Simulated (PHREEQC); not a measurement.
A solution holds 0.0015 mol LiOH and 0.024 mol CO2 per kg of water, at 20 °C. Closed to the air; pH follows from the charge balance.

All values are PHREEQC results (ion-association model, phreeqc.dat), not measurements.

```json
[
 {"quantity": "pH", "before": "5.19", "after": "4.00"},
 {"quantity": "ionic strength (mol/kgw)", "before": "0.00151", "after": "0.000101"}
]
```

Task: Which change was made?
(A) 0.0034 mol/kgw NaHCO3 added
(B) temperature from 20 to 35 °C
(C) LiOH left out
(D) LiOH from 0.0015 to 0.00015 mol/kgw
(E) CO2 left out

Result: C, LiOH left out

This is a speciation only: nothing precipitates in the calculation.
